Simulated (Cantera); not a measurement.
Cantera run:

```python
import numpy as np
import cantera as ct

gas_names = """
    CL CL2 H HCL H2 K KCL KH K2 K2CL2
""".split()
cond_names = """
    K(cr) K(L) KCL(s) KCL(L)
""".split()


# ... load() reads the species with a 1 bar reference pressure and builds the phases ...
atoms = {
    'KCl': {'K': 1, 'CL': 1},
    'H2': {'H': 2},
}
top_T = {}  # K; cautious upper limits of use, not melting points


# ... equilibrate(T, P, feed) seeds the gas with the atoms and calls Mixture.equilibrate('TP', solver="vcs", rtol=1e-11, max_steps=5000) ...
results = []
feed = {'KCl': 1, 'H2': 0.19}  # mol
P = 0.25  # Pa
for T in [723, 823, 923, 1023, 1123, 1223, 1323, 1423, 1523, 1623]:
    mix = equilibrate(T, P, feed)
    results.append((T, P, feed, dict(zip(mix.species_names, mix.species_moles))))
    x = sorted(zip(gas.X, gas.species_names), reverse=True)
    print(f"T = {T:g} K  P = {P:g} Pa  gas = {mix.phase_moles(0):.4g} mol")
    print("   x: " + "  ".join(f"{s} {v:.3e}" for v, s in x if v > 1e-05))
    print("   condensed (mol): " + ("  ".join(f"{mix.phase(i).name} {mix.phase_moles(i):.4g}"
          for i in range(1, mix.n_phases) if mix.phase_moles(i) > 1e-12) or "none"))
```

Result:

```
T = 723 K  P = 0.25 Pa  gas = 0.1906 mol
   x: H2 9.966e-01  KCL 3.050e-03  K2CL2 3.499e-04
   condensed (mol): KCL(s) 0.9993
T = 823 K  P = 0.25 Pa  gas = 0.2622 mol
   x: H2 7.247e-01  KCL 2.284e-01  K2CL2 4.687e-02  HCL 2.749e-05  K 2.749e-05
   condensed (mol): KCL(s) 0.9155
T = 923 K  P = 0.25 Pa  gas = 1.154 mol
   x: KCL 8.035e-01  H2 1.646e-01  K2CL2 3.150e-02  K 1.883e-04  HCL 1.883e-04
   condensed (mol): none
T = 1023 K  P = 0.25 Pa  gas = 1.187 mol
   x: KCL 8.355e-01  H2 1.598e-01  K2CL2 3.297e-03  K 7.277e-04  HCL 7.277e-04
   condensed (mol): none
T = 1123 K  P = 0.25 Pa  gas = 1.191 mol
   x: KCL 8.367e-01  H2 1.585e-01  K 2.185e-03  HCL 2.185e-03  K2CL2 4.886e-04  H 1.072e-05
   condensed (mol): none
T = 1223 K  P = 0.25 Pa  gas = 1.193 mol
   x: KCL 8.324e-01  H2 1.565e-01  K 5.454e-03  HCL 5.452e-03  K2CL2 9.828e-05  H 7.522e-05
   condensed (mol): none
T = 1323 K  P = 0.25 Pa  gas = 1.197 mol
   x: KCL 8.234e-01  H2 1.526e-01  K 1.179e-02  HCL 1.176e-02  H 3.918e-04  CL 2.532e-05  K2CL2 2.498e-05
   condensed (mol): none
T = 1423 K  P = 0.25 Pa  gas = 1.205 mol
   x: KCL 8.074e-01  H2 1.457e-01  K 2.265e-02  HCL 2.245e-02  H 1.603e-03  CL 2.024e-04
   condensed (mol): none
T = 1523 K  P = 0.25 Pa  gas = 1.218 mol
   x: KCL 7.814e-01  H2 1.341e-01  K 3.956e-02  HCL 3.833e-02  H 5.354e-03  CL 1.228e-03
   condensed (mol): none
T = 1623 K  P = 0.25 Pa  gas = 1.243 mol
   x: KCL 7.407e-01  H2 1.164e-01  K 6.403e-02  HCL 5.816e-02  H 1.491e-02  CL 5.870e-03
   condensed (mol): none
```

These are equilibrium values from Cantera (NASA tables, ideal gas, pure condensed phases), not measurements of a reactor.
